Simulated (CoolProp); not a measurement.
Vapour-liquid equilibrium of acetone (1) + n-dodecane (2) at 434.8 K; x and y are mole fractions of (1).

Computed with CoolProp (multi-fluid Helmholtz-energy mixture model, Lemmon 2006 and Lemmon 2004; pair parameters Bell 2016).

**Question.** Give the bubble pressure and the first vapour's composition at x = 0.35, 0.65, 0.95. Is there an azeotrope?

**Answer.** x = 0.35: 6.043 bar, y = 0.965; x = 0.65: 9.548 bar, y = 0.981; x = 0.95: 13.37 bar, y = 0.996. No azeotrope shows between x = 0.05 and 0.95.

The pair parameters rest on a limited set of measurements; away from them the model extrapolates. The gap from Raoult's law changes sign with composition, which may be real or a fault of the pair parameters; it wasn't checked against measurements.
